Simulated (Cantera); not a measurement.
A jet of 1.38 % H₂, 7.92 % O₂, 90.7 % N₂ at 300 K and 27.8 Torr hits a platinum plate 2.7 cm away at a mass flux of 0.03 kg/m²/s; the plate temperature is set and raised in steps from an oxygen-covered start.

Model: Deutschmann's 1995 Pt surface mechanism with GRI-Mech 3.0 gas chemistry, integrated in Cantera. Catalytic surfaces can have several steady states; this one follows from the mechanism file's or the stated starting coverage.

One state of this run: wall x H₂ = 0.00250; wall x O₂ = 0.0674; wall x H₂O = 0.0214; wall x OH = <1e-8; θ free Pt = 0.0658; θ O* = 0.932; θ OH* = 0.00202. x: mole fraction at the wall; θ: surface coverage.

Q: Which value of plate T (K) does it belong to?
A. 850
B. 750
C. 650
D. 800

A: C, 650
